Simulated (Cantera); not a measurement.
# Equilibrium for aluminium nitride and oxide growth: AlCl3 + O2 + H2 + HCl

Feed: 1 mol AlCl3, 27 mol O2, 3.1 mol H2, 1.7 mol HCl, held at 7.30 mbar.

Equilibrium computed with Cantera from the NASA thermochemical tables; the gas is ideal and each condensed phase is pure. Candidate condensed phases: Al, AlCl3, Al2O3, H2O; 29 gas species. Condensed phases not in the tables: AlOCl. Equilibrium is a limit: real reactors are often held back by kinetics, nucleation or transport.

```json
[
 {"T (K)": "950", "x O2": "0.800", "x HCl": "0.128", "x Cl": "0.000209", "x H2O": "0.0609", "x O": "3.33e-10", "x OH": "1.53e-7", "x Cl2": "0.0102", "n Al2O3(s)": "0.500"},
 {"T (K)": "1050", "x O2": "0.801", "x HCl": "0.136", "x Cl": "0.000717", "x H2O": "0.0569", "x O": "7.00e-9", "x OH": "1.05e-6", "x Cl2": "0.00598", "n Al2O3(s)": "0.500"},
 {"T (K)": "1150", "x O2": "0.800", "x HCl": "0.139", "x Cl": "0.00192", "x H2O": "0.0550", "x O": "8.70e-8", "x OH": "5.22e-6", "x Cl2": "0.00359", "n Al2O3(s)": "0.500"},
 {"T (K)": "1250", "x O2": "0.799", "x HCl": "0.139", "x Cl": "0.00429", "x H2O": "0.0547", "x O": "7.24e-7", "x OH": "2.03e-5", "x Cl2": "0.00220", "n Al2O3(s)": "0.500"},
 {"T (K)": "1350", "x O2": "0.798", "x HCl": "0.137", "x Cl": "0.00823", "x H2O": "0.0558", "x O": "4.41e-6", "x OH": "6.54e-5", "x Cl2": "0.00136", "n Al2O3(s)": "0.500"},
 {"T (K)": "1450", "x O2": "0.795", "x HCl": "0.132", "x Cl": "0.0140", "x H2O": "0.0580", "x O": "2.10e-5", "x OH": "0.000181", "x Cl2": "0.000841", "n Al2O3(s)": "0.500"},
 {"T (K)": "1550", "x O2": "0.792", "x HCl": "0.125", "x Cl": "0.0215", "x H2O": "0.0612", "x O": "8.15e-5", "x OH": "0.000445", "x Cl2": "0.000516", "n Al2O3(s)": "0.500"},
 {"T (K)": "1650", "x O2": "0.787", "x HCl": "0.116", "x Cl": "0.0304", "x H2O": "0.0650", "x O": "0.000269", "x OH": "0.000984", "x Cl2": "0.000315", "n Al2O3(s)": "0.500"},
 {"T (K)": "1750", "x O2": "0.782", "x HCl": "0.106", "x Cl": "0.0402", "x H2O": "0.0691", "x O": "0.000774", "x OH": "0.00200", "x Cl2": "0.000192", "n Al2O3(s)": "0.500"},
 {"T (K)": "1850", "x O2": "0.775", "x HCl": "0.0953", "x Cl": "0.0503", "x H2O": "0.0730", "x O": "0.00199", "x OH": "0.00375", "x Cl2": "0.000117", "n Al2O3(s)": "0.500"},
 {"T (K)": "1950", "x O2": "0.767", "x HCl": "0.0846", "x Cl": "0.0603", "x H2O": "0.0761", "x O": "0.00463", "x OH": "0.00657", "x Cl2": "7.22e-5", "n Al2O3(s)": "0.500"},
 {"T (K)": "2050", "x O2": "0.756", "x HCl": "0.0743", "x Cl": "0.0698", "x H2O": "0.0780", "x O": "0.00990", "x OH": "0.0108", "x Cl2": "4.50e-5", "n Al2O3(s)": "0.500"},
 {"T (K)": "2150", "x O2": "0.741", "x HCl": "0.0643", "x Cl": "0.0784", "x H2O": "0.0779", "x O": "0.0197", "x OH": "0.0168", "x Cl2": "2.83e-5", "n Al2O3(s)": "0.499"}
]
```
x: gas mole fraction; n: condensed amount in mol.

From 950 K to 2150 K the condensed part is Al2O3(s).
